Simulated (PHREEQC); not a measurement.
0.02 g of hydrous ferric oxide (600 m²/g; 0.2 weak and 0.005 strong sites per Fe, Dzombak-Morel constants, diffuse double layer) in 1 kg of water with 0.001 mol/kgw of an inert sodium salt and 2.8e-05 mol CaCl2 and 8.1e-07 mol MgCl2, at 25 °C; the pH is set by adding NaOH or the inert anion's acid. O2 is buffered at 0.21 atm. No CO2 enters from the air. Nothing may precipitate in this run.

Model: ion-association model, wateq4f.dat, run in PHREEQC.

| pH | Ca sorbed (%) | Mg sorbed (%) | surface charge σ (C/m²) | surface potential ψ (mV) |
|---|---|---|---|---|
| 4 | 0.0 | 0.0 | 0.120 | 210 |
| 4.67 | 0.0 | 0.0 | 0.069 | ___ |
| 5.33 | 0.0 | 0.0 | 0.038 | 153 |
| 6 | 0.0 | 0.0 | 0.019 | 119 |
| 6.67 | 0.0 | 0.0 | 0.009 | ___ |
| 7.33 | 0.2 | ___ | 0.004 | 45 |
| 8 | 2.1 | 5.0 | ___ | 9 |
| 8.67 | 7.9 | 45.3 | -0.002 | -23 |
| 9.33 | 28.6 | ___ | -0.004 | -43 |
| 10 | 54.6 | 95.1 | -0.005 | ___ |
| 10.67 | 69.1 | 97.1 | -0.007 | -59 |
| 11.33 | 73.8 | 96.8 | -0.010 | -62 |
| 12 | 73.5 | 93.7 | -0.021 | -65 |

Task: What belongs in the gaps?

Result: 
- 4.67, surface potential ψ (mV): 183
- 6.67, surface potential ψ (mV): 82
- 7.33, Mg sorbed (%): 0.3
- 8, surface charge σ (C/m²): 0.001
- 9.33, Mg sorbed (%): 86.0
- 10, surface potential ψ (mV): -53
